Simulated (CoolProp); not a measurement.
Computed with CoolProp (reference Helmholtz-energy equation of state, Zhou 2012).

Problem. For p-xylene, give the phase and the speed of sound (m/s), conductivity (mW/(m K)) at 614.4 K and 5.85 MPa; 432.2 K and 0.0603 MPa; 380.8 K and 0.128 MPa.

Solution. 
- 614.4 K and 5.85 MPa: liquid; speed of sound 272, conductivity 79.6
- 432.2 K and 0.0603 MPa: gas; speed of sound 185, conductivity 22.6
- 380.8 K and 0.128 MPa: liquid; speed of sound 985, conductivity 106

Thermal conductivity comes from a separate model (Mylona 2014).
